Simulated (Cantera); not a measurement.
Charge: 1 mol CH₃Cl, 1 mol Si, equilibrated at 0.950 bar.

Equilibrium computed with Cantera from the NASA thermochemical tables; the gas is ideal and each condensed phase is pure. Candidate condensed phases: C, C₆H₆, C₇H₈, C₈H₁₈, Si, SiC; 109 gas species. The tables' values for SiCl₃, SiCl are old estimates; treat these amounts as uncertain. Gases not in the tables: Si₂H₆ and higher silanes. Kinetics and transport are ignored.

x: gas mole fraction; n: condensed amount in mol.

```csv
T (°C),x H₂,x HCl,x SiCl₂,x SiCl₄,x H,x SiCl₃,x Cl,n C(graphite),n SiC(s)
1277,0.571,0.391,0.00786,0.0186,2.44e-5,0.00724,1.34e-5,(withheld),0.928
1377,0.553,0.413,0.0136,0.00947,6.93e-5,0.00767,4.06e-5,0.0641,0.935
1477,0.546,0.420,0.0205,0.00448,0.000176,0.00718,0.000105,0.0656,0.934
1577,0.544,0.418,0.0278,0.00207,0.000408,0.00626,0.000238,(withheld),0.926
1677,0.547,0.409,0.0354,0.000971,0.000870,0.00525,0.000488,(withheld),0.916
1777,0.550,0.398,0.0428,0.000469,0.00173,0.00434,0.000925,(withheld),0.904
1877,0.554,0.386,0.0501,0.000235,0.00322,0.00356,0.00164,(withheld),0.891
1977,0.557,0.372,0.0569,0.000123,0.00569,0.00292,0.00275,0.114,0.878
2077,0.558,0.358,0.0631,6.62e-5,0.00956,0.00239,0.00439,0.122,0.865
```

**Question.** Some entries are withheld; supply them.

**Answer.** 
- 1277, n C(graphite): 0.0710
- 1577, n C(graphite): 0.0726
- 1677, n C(graphite): 0.0824
- 1777, n C(graphite): 0.0933
- 1877, n C(graphite): 0.104
